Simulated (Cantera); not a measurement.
Input: 1 mol HgO, 0.21 mol H2, equilibrated at 975 °C and 0.0220 bar.

These are equilibrium values from Cantera (NASA tables, ideal gas, pure condensed phases), not measurements of a reactor. Candidate condensed phases: H2O, Hg, HgO; 10 gas species. The numbers say what is thermodynamically allowed, not how fast it happens.

Base state: Hg 0.623, O2 0.246, H2O 0.131, OH 1.73e-5 (mole fractions); condensed: gas only.

Task: What changes in the equilibrium state with this change: H2 from 0.21 to 5.9 mol?

Result: 
```csv
species,before,after
H2,5.90e-8,0.710
Hg,0.623,0.145
H2O,0.131,0.145
O2,0.246,<1e-9
OH,1.73e-5,5.53e-9
```
